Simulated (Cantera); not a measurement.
A Cantera script and what it prints.

```python
import numpy as np
import cantera as ct

gas_names = """
    H HO2 H2 H2O H2O2 O OH O2 O3 Ti TiO TiO2
""".split()
cond_names = """
    H2O(s) H2O(L) Ti(a) Ti(b) Ti(L) TiO(a) TiO(b) TiO(L) TiO2(ru) TiO2(L) Ti2O3(a) Ti2O3(b) Ti2O3(L)
    Ti3O5(a) Ti3O5(b) Ti3O5(L) Ti4O7(s) Ti4O7(L)
""".split()


def load(file, names, dense=False):
    # The tables refer to 1 bar. Condensed volumes are neglected.
    table = {s.name: s for s in ct.Species.list_from_file(file)}
    out = []
    for n in names:
        d = dict(table[n].input_data)
        d["thermo"] = dict(d["thermo"], **{"reference-pressure": 1e5})
        if dense:
            d["equation-of-state"] = {"model": "constant-volume", "density": "1e6 g/cm^3"}
        out.append(ct.Species.from_dict(d))
    return out


gas = ct.Solution(thermo="ideal-gas", species=load("nasa_gas.yaml", gas_names))
cond = {s.name: ct.Solution(thermo="fixed-stoichiometry", species=[s], name=s.name)
        for s in load("nasa_condensed.yaml", cond_names, dense=True)}
atoms = {
    'Ti': {'Ti': 1},
    'H2O': {'H': 2, 'O': 1},
    'H2': {'H': 2},
}
top_T = {}  # K; cautious upper limits of use, not melting points


def equilibrate(T, P, feed):
    n = {}
    for name, mol in feed.items():
        for a, k in atoms[name].items():
            n[a] = n.get(a, 0.0) + k * mol
    gas.TPX = T, P, n
    mass = sum(n.values()) * gas.mean_molecular_weight
    gas.equilibrate("TP")
    valid = [c for c in cond.values() if c.min_temp <= T <= top_T.get(c.name, c.max_temp)]
    mix = ct.Mixture([(gas, mass / gas.mean_molecular_weight)] + [(c, 0.0) for c in valid])
    mix.T, mix.P = T, P
    mix.equilibrate("TP", solver="vcs", rtol=1e-11, max_steps=5000)
    return mix


results = []
feed = {'Ti': 1, 'H2O': 2.2, 'H2': 82}  # mol
T = 1698.15  # K
P = 380  # Pa
mix = equilibrate(T, P, feed)
results.append((T, P, feed, dict(zip(mix.species_names, mix.species_moles))))
x = sorted(zip(gas.X, gas.species_names), reverse=True)
print(f"T = {T:g} K  P = {P:g} Pa  gas = {mix.phase_moles(0):.4g} mol")
print("   x: " + "  ".join(f"{s} {v:.3e}" for v, s in x if v > 1e-05))
print("   condensed (mol): " + ("  ".join(f"{mix.phase(i).name} {mix.phase_moles(i):.4g}"
      for i in range(1, mix.n_phases) if mix.phase_moles(i) > 1e-12) or "none"))
```

Output:

```
T = 1698.15 K  P = 380 Pa  gas = 84.3 mol
   x: H2 9.913e-01  H2O 6.326e-03  H 2.339e-03
   condensed (mol): Ti3O5(b) 0.3333
```

Equilibrium computed with Cantera from the NASA thermochemical tables; the gas is ideal and each condensed phase is pure.
